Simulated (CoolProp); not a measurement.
Vapour-liquid equilibrium of hydrogen sulfide (1) + n-heptane (2) at 0.489 MPa; x and y are mole fractions of (1).

Computed with CoolProp (multi-fluid Helmholtz-energy mixture model, Lemmon 2006 and Span 2003; pair parameters Kunz 2012).

```json
[
 {"x": "0.05", "bubble temperature (K)": "384.3", "y at the bubble point": "0.693", "dew temperature at overall composition x (K)": "433.1", "liquid density (mol/L)": "6.147"},
 {"x": "0.15", "bubble temperature (K)": "308.4", "y at the bubble point": "0.979", "dew temperature at overall composition x (K)": "427.2", "liquid density (mol/L)": "7.331"},
 {"x": "0.25", "bubble temperature (K)": "282.5", "y at the bubble point": "0.995", "dew temperature at overall composition x (K)": "421.0", "liquid density (mol/L)": "8.236"},
 {"x": "0.35", "bubble temperature (K)": "271.1", "y at the bubble point": "0.998", "dew temperature at overall composition x (K)": "414.4", "liquid density (mol/L)": "9.224"},
 {"x": "0.45", "bubble temperature (K)": "265.0", "y at the bubble point": "0.998", "dew temperature at overall composition x (K)": "407.1", "liquid density (mol/L)": "10.42"},
 {"x": "0.55", "bubble temperature (K)": "261.2", "y at the bubble point": "0.999", "dew temperature at overall composition x (K)": "398.9", "liquid density (mol/L)": "11.92"},
 {"x": "0.65", "bubble temperature (K)": "258.5", "y at the bubble point": "0.999", "dew temperature at overall composition x (K)": "389.1", "liquid density (mol/L)": "13.84"},
 {"x": "0.75", "bubble temperature (K)": "256.1", "y at the bubble point": "0.999", "dew temperature at overall composition x (K)": "376.9", "liquid density (mol/L)": "16.30"},
 {"x": "0.85", "bubble temperature (K)": "253.8", "y at the bubble point": "1.000", "dew temperature at overall composition x (K)": "360.0", "liquid density (mol/L)": "19.47"},
 {"x": "0.95", "bubble temperature (K)": "251.4", "y at the bubble point": "1.000", "dew temperature at overall composition x (K)": "329.0", "liquid density (mol/L)": "23.49"}
]
```

No azeotrope shows between x = 0.05 and 0.95.

The pair parameters rest on a limited set of measurements; away from them the model extrapolates. The gap from Raoult's law changes sign with composition, which may be real or a fault of the pair parameters; it wasn't checked against measurements. With so large a gap from Raoult's law the liquid may split in two, which this calculation doesn't test in full.
